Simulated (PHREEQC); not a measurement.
0.37 g of hydrous ferric oxide (600 m²/g; 0.2 weak and 0.005 strong sites per Fe, Dzombak-Morel constants, diffuse double layer) in 1 kg of water with 0.005 mol/kgw of an inert sodium salt and 0.019 mmol/kgw SrCl2 and 0.043 mmol/kgw Ag2SO4, at 25 °C; the pH is set by adding NaOH or the inert anion's acid. Oxygen is held at 0.21 atm. The system is closed to CO2. Nothing may precipitate in this run.

Computed with PHREEQC (ion-association model, wateq4f.dat).

| pH | Sr sorbed (%) | S sorbed (%) | Ag sorbed (%) | surface charge σ (C/m²) | surface potential ψ (mV) |
|---|---|---|---|---|---|
| 3 | 0.0 | 100.0 | 0.0 | 0.276 | 209 |
| 3.67 | 0.0 | 100.0 | 0.1 | 0.202 | 197 |
| 4.33 | 0.0 | 100.0 | 0.4 | 0.133 | 177 |
| 5 | 0.0 | 99.7 | 2.0 | 0.079 | 151 |
| 5.67 | 0.0 | 97.2 | 7.4 | 0.044 | 121 |
| 6.33 | 0.0 | 76.3 | 16.3 | 0.023 | 90 |
| 7 | 0.1 | 23.7 | 23.7 | 0.012 | 59 |
| 7.67 | 0.7 | 2.0 | 32.2 | 0.004 | 25 |
| 8.33 | 6.3 | 0.1 | 51.5 | -0.002 | -12 |
| 9 | 48.5 | 0.0 | 78.3 | -0.009 | -48 |
| 9.67 | 93.7 | 0.0 | 93.7 | -0.020 | -83 |
| 10.33 | 99.6 | 0.0 | 98.5 | -0.040 | -115 |
| 11 | 100.0 | 0.0 | 99.6 | -0.076 | -143 |

Along this series the solution becomes supersaturated in solids that the run did not let form, among them Cerargyrite. The oxide is taken as insoluble; below pH 4 it would dissolve.
